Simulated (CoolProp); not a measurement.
Computed with CoolProp (reference Helmholtz-energy equation of state, Lemmon 2016).

### Question
Give the vapour pressure (MPa), enthalpy of vaporisation (kJ/kg), liquid viscosity (µPa s) of saturated R227EA at 319.4 K.

### Answer
```tsv
T (K)	p (MPa)	enthalpy of vaporisation (kJ/kg)	liquid viscosity (µPa s)
319.4	0.831	98.3	178
```

Viscosity comes from a separate model (Huber 2003), an estimate that may be off by 10 % or more.
